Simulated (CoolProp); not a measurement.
Saturated liquid density (kg/m³) of R114: the reference equation beside estimates from Tc = 147.5 °C, pc = 3.352 MPa, ω = 0.252.

The numbers come from the reference Helmholtz-energy equation of state, Platzer 1990 in CoolProp. This equation is an older, rougher fit; its heat capacities, sound speeds and derivatives of the liquid may be far off and weren't checked against measurements.

| T (°C) | reference | van der Waals | Redlich-Kwong | Soave-Redlich-Kwong | Peng-Robinson |
|---|---|---|---|---|---|
| 34.15 | 1426 | 909.5 | 1310 | 1366 | [?] |
| 49.15 | 1377 | 877.4 | 1253 | 1310 | 1486 |
| 64.15 | 1324 | [?] | 1190 | 1248 | 1416 |
| 79.05 | 1265 | 804.3 | 1121 | 1178 | 1337 |
| 94.05 | 1199 | 761.1 | 1043 | 1098 | [?] |
| 109.05 | 1122 | [?] | 953.8 | 1003 | 1135 |
| 124.05 | 1022 | 650.0 | 845.9 | 886.0 | 998.1 |
| 139.05 | 864.5 | 563.4 | 697.0 | 721.3 | 803.3 |

**Question.** What belongs in the gaps?

**Answer.** 
- 34.15, Peng-Robinson: 1549
- 64.15, van der Waals: 842.5
- 94.05, Peng-Robinson: 1245
- 109.05, van der Waals: 711.2

Absolute difference from the reference over all 8 rows, mean and median: van der Waals 36.2 and 36.4 %, Redlich-Kwong 12.9 and 12.2 %, Soave-Redlich-Kwong 8.8 and 7.7 %, Peng-Robinson 5.4 and 6.3 %.
